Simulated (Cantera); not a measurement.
Input: 1 mol Si3N4, 0.45 mol CO2, 2.5 mol N2, equilibrated at 1825 K and 100 Torr.

Cantera equilibrium calculation (NASA polynomials, part measured and part estimated; ideal gas, pure solids and liquids). Candidate condensed phases: C, Si, SiC, SiO2, Si2N2O, Si3N4; 34 gas species. Mutual solubility and eutectic melting of coexisting phases are not modelled. Equilibrium is a limit: real reactors are often held back by kinetics, nucleation or transport.

Base state: N2 0.994, CO 0.00445, SiO 0.00168 (mole fractions); condensed: SiC(s) + Si2N2O(s) + Si3N4(s).

What changes in the equilibrium state with this change: temperature from 1825 K to 1323 K?


| species | before | after |
|---|---|---|
| N2 | 0.994 | 1.000 |
| CO | 0.00445 | 1.02e-5 |
| SiO | 0.00168 | <1e-9 |
| SiC(s), mol | 0.436 | 0 |
| Si2N2O(s), mol | 0.881 | 0.900 |
| Si3N4(s), mol | 0.266 | 0.400 |
| C(graphite), mol | 0 | 0.450 |
